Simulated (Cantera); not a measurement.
A perfectly stirred reactor is fed with CH4 : H2 : O2 : N2 : CO2 = 1 : 0.18 : 2.09 : 7.86 : 0.017 (molar parts), equivalence ratio 1.0, at 5.00 bar; it is adiabatic with a 525 K inlet, and is followed from long to short residence time, starting on the burning branch (τ in s: 0.056, 0.021, 0.0081, 0.0031, 0.0012, 0.00045, 0.00017, 6.5e-05, 2.5e-05, 9.4e-06).

Detailed kinetics in Cantera: GRI-Mech 3.0 (53 species, 325 reactions).

x: mole fraction; the columns are a selection and need not sum to one.

```json
[
 {"τ (s)": "0.056", "T (K)": "2381", "x CH4": "1.41e-6", "x H2": "0.00408", "x O2": "0.00518", "x HO2": "1.37e-6", "x C2H2": "1.81e-10"},
 {"τ (s)": "0.021", "T (K)": "2378", "x CH4": "3.54e-6", "x H2": "0.00421", "x O2": "0.00560", "x HO2": "1.51e-6", "x C2H2": "1.03e-9"},
 {"τ (s)": "0.0081", "T (K)": "2370", "x CH4": "8.24e-6", "x H2": "0.00452", "x O2": "0.00631", "x HO2": "1.78e-6", "x C2H2": "4.91e-9"},
 {"τ (s)": "0.0031", "T (K)": "2352", "x CH4": "?", "x H2": "?", "x O2": "?", "x HO2": "?", "x C2H2": "?"},
 {"τ (s)": "0.0012", "T (K)": "2323", "x CH4": "3.75e-5", "x H2": "0.00622", "x O2": "0.00917", "x HO2": "3.39e-6", "x C2H2": "5.75e-8"},
 {"τ (s)": "0.00045", "T (K)": "2278", "x CH4": "7.71e-5", "x H2": "0.00782", "x O2": "0.0117", "x HO2": "5.53e-6", "x C2H2": "1.51e-7"},
 {"τ (s)": "0.00017", "T (K)": "2218", "x CH4": "?", "x H2": "?", "x O2": "?", "x HO2": "?", "x C2H2": "?"},
 {"τ (s)": "6.5e-5", "T (K)": "2140", "x CH4": "0.000359", "x H2": "0.0122", "x O2": "0.0194", "x HO2": "1.70e-5", "x C2H2": "1.04e-6"},
 {"τ (s)": "2.5e-5", "T (K)": "2038", "x CH4": "0.000989", "x H2": "0.0149", "x O2": "0.0269", "x HO2": "3.35e-5", "x C2H2": "4.42e-6"},
 {"τ (s)": "9.4e-6", "T (K)": "525", "x CH4": "0.0897", "x H2": "0.0161", "x O2": "0.187", "x HO2": "<1e-12", "x C2H2": "<1e-12"}
]
```

Q: Fill in the missing entries.

A: 
- 0.0031, x CH4: 1.82e-5
- 0.0031, x H2: 0.00516
- 0.0031, x O2: 0.00746
- 0.0031, x HO2: 2.33e-6
- 0.0031, x C2H2: 1.90e-8
- 0.00017, x CH4: 0.000161
- 0.00017, x H2: 0.00987
- 0.00017, x O2: 0.0150
- 0.00017, x HO2: 9.55e-6
- 0.00017, x C2H2: 3.76e-7
